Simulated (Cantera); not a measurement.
A Cantera script and its output.

```python
import numpy as np
import cantera as ct

gas = ct.Solution("gri30.yaml")
gas.TPX = 650, 73000, {'CH4': 1, 'C2H6': 0.076, 'C3H8': 0.28, 'O2': 5.11, 'N2': 19.2, 'CO2': 1.5}
inlet = ct.Reservoir(gas, clone=True)
gas.equilibrate("HP")  # start burning
reactor = ct.IdealGasConstPressureReactor(gas, energy="on", clone=False)
exhaust = ct.Reservoir(gas, clone=True)
tau = [0.054, 0.027, 0.014, 0.007, 0.0035, 0.0018, 0.00089, 0.00045, 0.00023, 0.00011, 5.8e-05, 2.9e-05, 1.5e-05][0]
for a, b in ((inlet, reactor), (reactor, exhaust)):
    ct.MassFlowController(a, b, mdot=lambda t: reactor.mass / tau)
net = ct.ReactorNet([reactor])
show = ['CH4', 'C2H6', 'C3H8', 'CH2O', 'C2H', 'NO', 'HO2']

rows = []
print(f"{'tau/s':>10s}{'T/K':>9s}" + "".join(f"{s:>11s}" for s in show))
for tau in [0.054, 0.027, 0.014, 0.007, 0.0035, 0.0018, 0.00089, 0.00045, 0.00023, 0.00011, 5.8e-05, 2.9e-05, 1.5e-05]:
    net.initial_time = 0.0
    net.advance(30 * tau)
    before = gas.X
    net.advance(40 * tau)
    drift = np.max(np.abs(gas.X - before) / (gas.X + 1e-9))
    rows.append([gas.T, *gas[show].X, drift])
    print(f"{tau:10.3e}{gas.T:9.1f}" + "".join(f"{x:11.3e}" for x in gas[show].X))
```

Output:

```
     tau/s      T/K        CH4       C2H6       C3H8       CH2O        C2H         NO        HO2
 5.400e-02   2013.2  4.638e-06  6.663e-08  2.456e-07  1.060e-06  2.946e-09  1.724e-04  1.641e-06
 2.700e-02   1998.5  7.454e-06  1.173e-07  4.284e-07  1.757e-06  4.400e-09  1.193e-04  2.081e-06
 1.400e-02   1979.0  1.163e-05  1.971e-07  7.093e-07  2.805e-06  6.125e-09  8.363e-05  2.770e-06
 7.000e-03   1952.0  1.880e-05  3.382e-07  1.191e-06  4.590e-06  8.300e-09  5.709e-05  3.897e-06
 3.500e-03   1917.8  3.106e-05  5.811e-07  1.994e-06  7.560e-06  1.082e-08  3.940e-05  5.569e-06
 1.800e-03   1878.7  5.183e-05  9.899e-07  3.311e-06  1.237e-05  1.364e-08  2.835e-05  7.835e-06
 8.900e-04   1830.9  9.328e-05  1.794e-06  5.851e-06  2.138e-05  1.739e-08  2.040e-05  1.119e-05
 4.500e-04   1779.0  1.757e-04  3.368e-06  1.075e-05  3.791e-05  2.266e-08  1.450e-05  1.598e-05
 2.300e-04   1721.0  3.628e-04  6.903e-06  2.169e-05  7.179e-05  3.156e-08  9.489e-06  2.413e-05
 1.100e-04   1629.9  1.134e-03  2.160e-05  6.666e-05  1.858e-04  5.466e-08  4.232e-06  5.189e-05
 5.800e-05    650.0  3.681e-02  2.798e-03  1.031e-02 -2.294e-19 -2.751e-39 -3.134e-22  3.533e-16
 2.900e-05    650.0  3.681e-02  2.798e-03  1.031e-02  2.592e-22 -9.735e-47 -5.518e-25  1.769e-16
 1.500e-05    650.0  3.681e-02  2.798e-03  1.031e-02  1.700e-22 -1.337e-49 -1.583e-27  9.159e-17
```

Cantera simulation using GRI-Mech 3.0 (53 species, 325 reactions); the numbers are that mechanism's predictions, not measurements.
